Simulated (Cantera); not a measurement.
An isothermal, constant-pressure homogeneous reactor starts with N2O : H2O = 1 : 0.0058 (molar parts), at 1525 K and 13300 Pa. Integrator tolerance rtol = 1e-08.

Model: GRI-Mech 3.0 (53 species, 325 reactions), integrated in Cantera. GRI-Mech 3.0 was tuned for natural gas; its chemistry of N2O as a main component is partial and can be far from experiment. The temperature is held fixed by assumption; the heat of reaction is taken as removed at once.

What does this change do: N2O 1 to 2.1 parts?


```csv
quantity,before,after
x(N2O) at 1.00 s,0.000362 (gas-phase equilibrium 3.26e-8),0.000396 (gas-phase equilibrium 3.27e-8)
x(H2O) at 1.00 s,0.00384 (gas-phase equilibrium 0.00383),0.00183 (gas-phase equilibrium 0.00183)
x(N2) at 1.00 s,0.588 (gas-phase equilibrium 0.663),0.587 (gas-phase equilibrium 0.665)
x(O2) at 1.00 s,0.256 (gas-phase equilibrium 0.331),0.254 (gas-phase equilibrium 0.332)
x(HO2) at 1.00 s,3.21e-8 (gas-phase equilibrium 3.85e-8),2.21e-8 (gas-phase equilibrium 2.66e-8)
x(OH) at 1.00 s,3.53e-5 (gas-phase equilibrium 3.53e-5),2.45e-5 (gas-phase equilibrium 2.44e-5)
x(H2O2) at 1.00 s,1.89e-10 (gas-phase equilibrium 1.93e-10),9.12e-11 (gas-phase equilibrium 9.20e-11)
```

What does this change do: temperature 1525 to 1425 K?


```json
[
 {"quantity": "x(N2O) at 1.00 s", "before": "0.000362 (gas-phase equilibrium 3.26e-8)", "after": "0.0416 (gas-phase equilibrium 2.03e-8)"},
 {"quantity": "x(H2O) at 1.00 s", "before": "0.00384 (gas-phase equilibrium 0.00383)", "after": "0.00391 (gas-phase equilibrium 0.00384)"},
 {"quantity": "x(N2) at 1.00 s", "before": "0.588 (gas-phase equilibrium 0.663)", "after": "0.577 (gas-phase equilibrium 0.664)"},
 {"quantity": "x(O2) at 1.00 s", "before": "0.256 (gas-phase equilibrium 0.331)", "after": "0.258 (gas-phase equilibrium 0.332)"},
 {"quantity": "x(HO2) at 1.00 s", "before": "3.21e-8 (gas-phase equilibrium 3.85e-8)", "after": "3.18e-8 (gas-phase equilibrium 1.84e-8)"},
 {"quantity": "x(OH) at 1.00 s", "before": "3.53e-5 (gas-phase equilibrium 3.53e-5)", "after": "4.34e-5 (gas-phase equilibrium 1.44e-5)"},
 {"quantity": "x(H2O2) at 1.00 s", "before": "1.89e-10 (gas-phase equilibrium 1.93e-10)", "after": "7.96e-10 (gas-phase equilibrium 1.06e-10)"}
]
```
